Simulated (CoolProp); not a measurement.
Sulfur dioxide along the isobar 35000 kPa: density (kg/m³) from the reference equation and from simpler models built on Tc = 157.5 °C, pc = 7887 kPa, ω = 0.256; each cubic takes its own stable root.

Values from CoolProp's reference Helmholtz-energy equation of state, Gao 2016.

```tsv
T (°C)	phase	reference	van der Waals	Redlich-Kwong	Soave-Redlich-Kwong
-14.75	liquid	(withheld)	933.2	1336	1363
6.05	liquid	1473	914.8	1299	1327
26.95	liquid	1425	896.0	(withheld)	1289
47.85	liquid	1376	876.6	1218	1247
68.65	liquid	1327	856.7	1176	1203
89.55	liquid	1275	836.2	1131	(withheld)
110.35	liquid	1221	815.3	1085	1103
131.25	liquid	(withheld)	793.6	1037	(withheld)
152.15	liquid	1106	771.3	987.4	989.9
```

**Question.** Fill in the missing entries.

**Answer.** 
- -14.75, reference: 1520
- 26.95, Redlich-Kwong: 1260
- 89.55, Soave-Redlich-Kwong: 1155
- 131.25, reference: 1165
- 131.25, Soave-Redlich-Kwong: 1048
